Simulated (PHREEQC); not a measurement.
Consider water at 25 °C with 0.0018 mol CdSO4, 0.17 mol NaCl and 0.00024 mol HCl per kg of water. Closed to the air; pH follows from the charge balance.

Computed with PHREEQC (ion-association model, phreeqc.dat).

```
Item                         Result
--------------------  -------------
pH                             3.73
ionic strength        0.173 mol/kgw
activity of water             0.994
specific conductance    17200 µS/cm
density                 1.004 g/cm³
total alkalinity      -0.240 meq/kg
```

```json
[
 {"species": "Na+", "molality": "0.170", "activity": "0.128", "log γ": "-0.122"},
 {"species": "Cl-", "molality": "0.168", "activity": "0.122", "log γ": "-0.139"},
 {"species": "SO4-2", "molality": "0.00141", "activity": "0.000435", "log γ": "-0.511"},
 {"species": "CdCl+", "molality": "0.00111", "activity": "0.000838", "log γ": "-0.123"},
 {"species": "CdCl2", "molality": "0.000410", "activity": "0.000427", "log γ": "0.017"},
 {"species": "NaSO4-", "molality": "0.000370", "activity": "0.000279", "log γ": "-0.122"},
 {"species": "H+", "molality": "0.000230", "activity": "0.000185", "log γ": "-0.095"},
 {"species": "Cd+2", "molality": "0.000224", "activity": "7.19e-5", "log γ": "-0.493"},
 {"species": "CdCl3-", "molality": "4.37e-5", "activity": "3.29e-5", "log γ": "-0.123"},
 {"species": "HSO4-", "molality": "1.04e-5", "activity": "7.80e-6", "log γ": "-0.123"},
 {"species": "CdSO4", "molality": "8.66e-6", "activity": "9.01e-6", "log γ": "0.017"},
 {"species": "Cd(SO4)2-2", "molality": "1.34e-7", "activity": "4.30e-8", "log γ": "-0.493"},
 {"species": "CdOHCl", "molality": "1.79e-9", "activity": "1.87e-9", "log γ": "0.017"}
]
```

No solid was allowed to form. Species that the database lacks are ignored.
